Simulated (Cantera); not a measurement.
Titanium nitride, carbide and oxide coatings: Ti + C₃H₈ + H₂

A closed system holds: 1 mol Ti, 0.094 mol C₃H₈, 180 mol H₂, held at 1523 K and 0.278 Torr.

Method: chemical equilibrium by Gibbs-energy minimisation in Cantera with the NASA 1993 tables (ideal gas, pure condensed phases). Candidate condensed phases: C, C₆H₆, C₇H₈, C₈H₁₈, Ti, TiC; 77 gas species. Mutual solubility and eutectic melting of coexisting phases are not modelled. TiC: taken at fixed stoichiometry. Condensed phases not in the tables: N, O or C dissolved in the metal. Kinetics and transport are ignored.

- x(H₂): 0.999
- x(H): 0.00120
- x(Ti): 5.08e-6
- n(Ti(β)): 0.717 mol
- n(TiC(s)): 0.282 mol
- gas amount: 180.5 mol
- log10 activity of C(graphite) (absent): -5.68
